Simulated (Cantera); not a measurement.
An adiabatic, constant-pressure homogeneous reactor starts with 7.75 % CH3OH, 19.4 % O2, 72.9 % N2, equivalence ratio 0.60, at 1750 K and 0.819 atm.

Cantera simulation using GRI-Mech 3.0 (53 species, 325 reactions); the numbers are that mechanism's predictions, not measurements. GRI-Mech 3.0 was tuned for natural gas; its chemistry of methanol as a main component is partial and can be far from experiment.

**Question.** Predict: time of steepest temperature rise; temperature at 2.00 s; equilibrium temperature; x(O2) at 2.00 s; x(NO2) at 2.00 s; x(H2O2) at 2.00 s; x(CO2) at 2.00 s.

**Answer.** 
```
Quantity                                                            Result
---------------------------------  ---------------------------------------
time of steepest temperature rise                                  52.4 µs
temperature at 2.00 s                                               2637 K
equilibrium temperature                                             2637 K
x(O2) at 2.00 s                      0.0689 (gas-phase equilibrium 0.0689)
x(NO2) at 2.00 s                   6.22e-6 (gas-phase equilibrium 6.22e-6)
x(H2O2) at 2.00 s                  2.85e-7 (gas-phase equilibrium 2.85e-7)
x(CO2) at 2.00 s                     0.0557 (gas-phase equilibrium 0.0557)
```
